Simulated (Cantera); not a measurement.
Input (Python, Cantera):

```python
import numpy as np
import cantera as ct

gas = ct.Solution("h2o2.yaml")
gas.TPX = 725, 310000, {'H2': 1, 'O2': 0.455, 'N2': 1.71, 'H2O': 0.099}
inlet = ct.Reservoir(gas, clone=True)
gas.equilibrate("HP")  # start burning
reactor = ct.IdealGasConstPressureReactor(gas, energy="on", clone=False)
exhaust = ct.Reservoir(gas, clone=True)
tau = [0.48, 0.13, 0.035, 0.0094, 0.0025, 0.00069, 0.00018, 5e-05, 1.3e-05, 3.6e-06][0]
for a, b in ((inlet, reactor), (reactor, exhaust)):
    ct.MassFlowController(a, b, mdot=lambda t: reactor.mass / tau)
net = ct.ReactorNet([reactor])
show = ['H2', 'O2', 'H2O', 'H2O2', 'H', 'OH', 'HO2']

rows = []
print(f"{'tau/s':>10s}{'T/K':>9s}" + "".join(f"{s:>11s}" for s in show))
for tau in [0.48, 0.13, 0.035, 0.0094, 0.0025, 0.00069, 0.00018, 5e-05, 1.3e-05, 3.6e-06]:
    net.initial_time = 0.0
    net.advance(30 * tau)
    before = gas.X
    net.advance(40 * tau)
    drift = np.max(np.abs(gas.X - before) / (gas.X + 1e-9))
    rows.append([gas.T, *gas[show].X, drift])
    print(f"{tau:10.3e}{gas.T:9.1f}" + "".join(f"{x:11.3e}" for x in gas[show].X))
```

It prints:

```
     tau/s      T/K         H2         O2        H2O       H2O2          H         OH        HO2
 4.800e-01   2607.8  3.942e-02  2.367e-03  3.412e-01  2.574e-07  4.510e-03  9.088e-03  1.587e-06
 1.300e-01   2607.4  3.945e-02  2.380e-03  3.411e-01  2.583e-07  4.526e-03  9.108e-03  1.596e-06
 3.500e-02   2605.8  3.956e-02  2.428e-03  3.409e-01  2.616e-07  4.586e-03  9.182e-03  1.632e-06
 9.400e-03   2600.3  3.997e-02  2.602e-03  3.401e-01  2.732e-07  4.802e-03  9.442e-03  1.762e-06
 2.500e-03   2581.8  4.128e-02  3.178e-03  3.374e-01  3.095e-07  5.543e-03  1.027e-02  2.209e-06
 6.900e-04   2533.2  4.457e-02  4.688e-03  3.305e-01  3.921e-07  7.648e-03  1.221e-02  3.499e-06
 1.800e-04   2424.3  5.108e-02  7.988e-03  3.161e-01  5.465e-07  1.310e-02  1.544e-02  7.014e-06
 5.000e-05   2250.0  5.934e-02  1.310e-02  2.957e-01  8.220e-07  2.366e-02  1.804e-02  1.495e-05
 1.300e-05   1999.1  6.862e-02  2.087e-02  2.701e-01  1.606e-06  4.138e-02  1.757e-02  3.331e-05
 3.600e-06   1708.0  8.784e-02  3.537e-02  2.365e-01  4.244e-06  5.784e-02  1.263e-02  7.715e-05
```

Model: the H2/O2 subset of GRI-Mech 3.0, which has no nitrogen chemistry, integrated in Cantera. The hydrogen kinetics of GRI-Mech 3.0 are dated; newer H2 mechanisms differ, most at raised pressure.
